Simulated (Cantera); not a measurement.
Input: 1 mol C6H6, 0.061 mol H2O, 22 mol H2, at 777 °C and 66000 Torr.

Method: chemical equilibrium by Gibbs-energy minimisation in Cantera with the NASA 1993 tables (ideal gas, pure condensed phases). Candidate condensed phases: C, C6H6, C7H8, C8H18, H2O; 110 gas species. The ideal-gas law is rough above about 30 bar. Rates play no part.

Base state: H2 0.682, CH4 0.315, H2O 0.00316, C2H6 3.90e-5, CO 3.89e-5 (mole fractions); condensed: gas only.

Q: What changes in the equilibrium state with this change: H2 from 22 to 2.7 mol?

A: 
```tsv
species	before	after
CH4	0.315	0.629
H2	0.682	0.353
H2O	0.00316	0.0144
CO2	2.13e-7	0.000123
CO	3.89e-5	0.00256
C2H6	3.90e-5	0.000301
C(graphite), mol	0	3.76
```

Q: What changes in the equilibrium state with this change: C6H6 replaced by n-butane?

A: 
```json
[
 {"species": "H2", "before": "0.682", "after": "0.824"},
 {"species": "CH4", "before": "0.315", "after": "0.173"},
 {"species": "H2O", "before": "0.00316", "after": "0.00263"},
 {"species": "C2H6", "before": "3.90e-5", "after": "9.80e-6"},
 {"species": "CO", "before": "3.89e-5", "after": "1.02e-5"}
]
```
